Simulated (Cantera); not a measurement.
Feed: 1 mol SiHCl3, 63 mol N2, at 780 Pa.

These are equilibrium values from Cantera (NASA tables, ideal gas, pure condensed phases), not measurements of a reactor. Candidate condensed phases: NH4Cl, Si, Si3N4; 28 gas species. N2 is the only nitrogen source here; it is nearly inert below about 1500 K, so the nitride shown seldom forms there in practice. The tables' values for SiCl3 are old estimates; treat these amounts as uncertain. The numbers say what is thermodynamically allowed, not how fast it happens. All values below are at 1000 K.

Base state: N2 0.977, HCl 0.0144, SiCl4 0.00806, H2 0.000571, SiCl3 1.85e-5 (mole fractions); condensed: Si3N4(s).

**Question.** What changes in the equilibrium state with this change: N2 from 63 to 6.4 mol?

**Answer.** 
| species | before | after |
|---|---|---|
| N2 | 0.977 | 0.807 |
| HCl | 0.0144 | 0.109 |
| SiCl4 | 0.00806 | 0.0719 |
| H2 | 0.000571 | 0.0116 |
| SiHCl3 | 2.25e-6 | 5.41e-5 |
| SiCl3 | 1.85e-5 | 9.87e-5 |
| Si3N4(s), mol | 0.160 | 0.152 |
